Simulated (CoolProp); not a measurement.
Cyclopropane at several states: density (kg/m³) from the reference equation and from simpler models built on Tc = 398.7 K, pc = 5.605 MPa, ω = 0.131; each cubic takes its own stable root.

Values from CoolProp's reference Helmholtz-energy equation of state, Polt 1992. This equation is an older, rougher fit.

```csv
T (K),p (MPa),phase,reference,ideal gas,Soave-Redlich-Kwong
350.7,0.0154,gas,0.2226,0.2222,0.2226
322.7,0.0957,gas,1.519,1.501,1.518
377.8,0.357,gas,[?],[?],[?]
361,0.534,gas,[?],[?],[?]
```

### Question
Fill in the missing entries.

### Answer

- 377.8, reference: 4.912
- 377.8, ideal gas: 4.783
- 377.8, Soave-Redlich-Kwong: 4.911
- 361, reference: 7.852
- 361, ideal gas: 7.487
- 361, Soave-Redlich-Kwong: 7.842
